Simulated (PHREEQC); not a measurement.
Make-up at 25 °C: 13 mmol/kgw TMAH and 0.011 mmol/kgw CO2. Closed to the air; pH follows from the charge balance.

Computed with PHREEQC (ion-association model, phreeqc.dat).

```csv
quantity,before,after
pH,12.06,5.70
ionic strength (mol/kgw),0.0130,2.01e-6
CO3-2 (mol/kgw),1.08e-5,4.71e-11
HCO3- (mol/kgw),1.45e-7,2.00e-6
```

**Question.** Name the change that produced these shifts.
A) TMAH left out
B) TMAH from 0.013 to 0.0013 mol/kgw
C) TMAH from 0.013 to 0.0143 mol/kgw
D) diluted 10-fold with water

**Answer.** A, TMAH left out

No solid was allowed to form. (CH3)4N+ isn't in the database: it is added as a free cation with an ion size of 4 Å.
